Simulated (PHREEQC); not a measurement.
Solution (60 °C): 0.0029 mol/kgw CaSO4 and 0.012 mol/kgw NaF. Closed to the air; pH follows from the charge balance.

Equilibrium calculation in PHREEQC: ion-association model, phreeqc.dat.

**Question.** The ionic strength comes out as 0.0217 mol/kgw. What activity coefficients do OH-, SO4-2, F-, NaSO4-, Na+ get?

**Answer.** OH- 0.85, SO4-2 0.55, F- 0.85, NaSO4- 0.86, Na+ 0.86.

This is a speciation only: nothing precipitates in the calculation. The solution is supersaturated, for example in Fluorite, so a real one may precipitate; this is no full list. Complexes and solids missing from the database can't appear. At this temperature some constants are extrapolated from 25 °C, and those without enthalpy data are left unchanged.
